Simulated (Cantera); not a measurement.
**Diamond growth**

A diamond (100) surface in a fixed gas of H2 with x(CH4) = 0.02, x(H) = 0.005, at 1273 K, 24.0 Torr; coverages are run to steady state.

Computed with Cantera and the Harris–Goodwin 1993 mechanism for the reconstructed diamond (100) surface.

```json
[
 {"x(CH3)": "1e-06", "growth (µm/h)": "0.00600", "θ c6HH": "0.400", "θ c6H*": "0.0461", "θ c6*H": "0.515", "θ c6**": "0.0390", "θ c6HM": "2.50e-6"},
 {"x(CH3)": "2.5e-06", "growth (µm/h)": "0.0150", "θ c6HH": "0.400", "θ c6H*": "0.0461", "θ c6*H": "0.515", "θ c6**": "0.0390", "θ c6HM": "6.24e-6"},
 {"x(CH3)": "6.1e-06", "growth (µm/h)": "0.0366", "θ c6HH": "0.400", "θ c6H*": "0.0461", "θ c6*H": "0.515", "θ c6**": "0.0389", "θ c6HM": "1.52e-5"},
 {"x(CH3)": "1.5e-05", "growth (µm/h)": "0.0900", "θ c6HH": "0.400", "θ c6H*": "0.0461", "θ c6*H": "0.515", "θ c6**": "0.0389", "θ c6HM": "3.74e-5"},
 {"x(CH3)": "3.7e-05", "growth (µm/h)": "0.222", "θ c6HH": "0.400", "θ c6H*": "0.0461", "θ c6*H": "0.515", "θ c6**": "0.0389", "θ c6HM": "9.23e-5"},
 {"x(CH3)": "9.1e-05", "growth (µm/h)": "0.544", "θ c6HH": "0.400", "θ c6H*": "0.0461", "θ c6*H": "0.515", "θ c6**": "0.0388", "θ c6HM": "0.000227"},
 {"x(CH3)": "0.00022", "growth (µm/h)": "1.31", "θ c6HH": "0.399", "θ c6H*": "0.0460", "θ c6*H": "0.514", "θ c6**": "0.0385", "θ c6HM": "0.000546"},
 {"x(CH3)": "0.00055", "growth (µm/h)": "3.23", "θ c6HH": "0.399", "θ c6H*": "0.0459", "θ c6*H": "0.513", "θ c6**": "0.0379", "θ c6HM": "0.00136"},
 {"x(CH3)": "0.0014", "growth (µm/h)": "7.96", "θ c6HH": "0.397", "θ c6H*": "0.0457", "θ c6*H": "0.511", "θ c6**": "0.0364", "θ c6HM": "0.00339"}
]
```
θ: site fractions in the mechanism's names (c6HH fully hydrogenated, c6H* and c6*H radical sites, c6** diradical, c6HM methylated).
